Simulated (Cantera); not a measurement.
What does this Cantera script print?

```python
import numpy as np
import cantera as ct

gas_names = """
    H HNO HNO2 HNO3 HO2 H2 H2O H2O2 H2S H2SO4 N NH NH2 NH3 NH2OH NO NO2 NO3 N2 N2H2 N2H4 N2O O OH O2 O3
    S SH SN SO SO2 SO3 S2 S2O S8
""".split()
cond_names = """
    H2O(s) H2O(L) H2SO4(L) S(cr1) S(cr2) S(L)
""".split()


# ... load() reads the species with a 1 bar reference pressure and builds the phases ...
atoms = {
    'H2S': {'H': 2, 'S': 1},
    'SO2': {'S': 1, 'O': 2},
    'N2': {'N': 2},
}
top_T = {}  # K; cautious upper limits of use, not melting points


# ... equilibrate(T, P, feed) seeds the gas with the atoms and calls Mixture.equilibrate('TP', solver="vcs", rtol=1e-11, max_steps=5000) ...
results = []
feed = {'H2S': 1, 'SO2': 0.16, 'N2': 0.94}  # mol
P = 320  # Pa
for T in [948, 998, 1048, 1098, 1148, 1198, 1248, 1298, 1348, 1398, 1448]:
    mix = equilibrate(T, P, feed)
    results.append((T, P, feed, dict(zip(mix.species_names, mix.species_moles))))
    x = sorted(zip(gas.X, gas.species_names), reverse=True)
    print(f"T = {T:g} K  P = {P:g} Pa  gas = {mix.phase_moles(0):.4g} mol")
    print("   x: " + "  ".join(f"{s} {v:.3e}" for v, s in x if v > 1e-05))
    print("   condensed (mol): " + ("  ".join(f"{mix.phase(i).name} {mix.phase_moles(i):.4g}"
          for i in range(1, mix.n_phases) if mix.phase_moles(i) > 1e-12) or "none"))
```

Output:

```
T = 948 K  P = 320 Pa  gas = 2.236 mol
   x: N2 4.204e-01  H2S 2.542e-01  H2O 1.427e-01  S2 1.321e-01  H2 5.033e-02  SO2 1.931e-04  S2O 4.330e-05  SH 4.085e-05
   condensed (mol): none
T = 998 K  P = 320 Pa  gas = 2.265 mol
   x: N2 4.149e-01  H2S 2.249e-01  S2 1.434e-01  H2O 1.408e-01  H2 7.565e-02  SO2 2.026e-04  SH 8.384e-05  S2O 4.600e-05
   condensed (mol): none
T = 1048 K  P = 320 Pa  gas = 2.299 mol
   x: N2 4.088e-01  H2S 1.922e-01  S2 1.559e-01  H2O 1.386e-01  H2 1.040e-01  SO2 2.346e-04  SH 1.574e-04  S2O 5.155e-05
   condensed (mol): none
T = 1098 K  P = 320 Pa  gas = 2.335 mol
   x: N2 4.026e-01  S2 1.685e-01  H2S 1.592e-01  H2O 1.364e-01  H2 1.326e-01  SO2 2.937e-04  SH 2.728e-04  S2O 5.994e-05  SO 1.123e-05
   condensed (mol): none
T = 1148 K  P = 320 Pa  gas = 2.368 mol
   x: N2 3.969e-01  S2 1.801e-01  H2 1.593e-01  H2O 1.342e-01  H2S 1.285e-01  SH 4.410e-04  SO2 3.892e-04  S2O 7.124e-05  SO 2.347e-05
   condensed (mol): none
T = 1198 K  P = 320 Pa  gas = 2.398 mol
   x: N2 3.919e-01  S2 1.901e-01  H2 1.825e-01  H2O 1.322e-01  H2S 1.019e-01  SH 6.716e-04  SO2 5.358e-04  S2O 8.560e-05  SO 4.748e-05
   condensed (mol): none
T = 1248 K  P = 320 Pa  gas = 2.424 mol
   x: N2 3.878e-01  H2 2.017e-01  S2 1.983e-01  H2O 1.303e-01  H2S 7.998e-02  SH 9.727e-04  SO2 7.531e-04  S2O 1.031e-04  SO 9.272e-05
   condensed (mol): none
T = 1298 K  P = 320 Pa  gas = 2.445 mol
   x: N2 3.844e-01  H2 2.173e-01  S2 2.045e-01  H2O 1.284e-01  H2S 6.254e-02  SH 1.351e-03  SO2 1.066e-03  SO 1.745e-04  S2O 1.238e-04  S 2.172e-05
   condensed (mol): none
T = 1348 K  P = 320 Pa  gas = 2.462 mol
   x: N2 3.818e-01  H2 2.298e-01  S2 2.091e-01  H2O 1.265e-01  H2S 4.899e-02  SH 1.814e-03  SO2 1.501e-03  SO 3.160e-04  S2O 1.474e-04  S 4.627e-05  H 1.960e-05
   condensed (mol): none
T = 1398 K  P = 320 Pa  gas = 2.476 mol
   x: N2 3.797e-01  H2 2.398e-01  S2 2.123e-01  H2O 1.244e-01  H2S 3.858e-02  SH 2.367e-03  SO2 2.085e-03  SO 5.507e-04  S2O 1.736e-04  S 9.313e-05  H 4.096e-05
   condensed (mol): none
T = 1448 K  P = 320 Pa  gas = 2.487 mol
   x: N2 3.780e-01  H2 2.480e-01  S2 2.142e-01  H2O 1.219e-01  H2S 3.063e-02  SH 3.016e-03  SO2 2.836e-03  SO 9.233e-04  S2O 2.015e-04  S 1.782e-04  H 8.115e-05
   condensed (mol): none
```

Cantera equilibrium calculation (NASA polynomials, part measured and part estimated; ideal gas, pure solids and liquids). Gases not in the tables: S3 to S7.
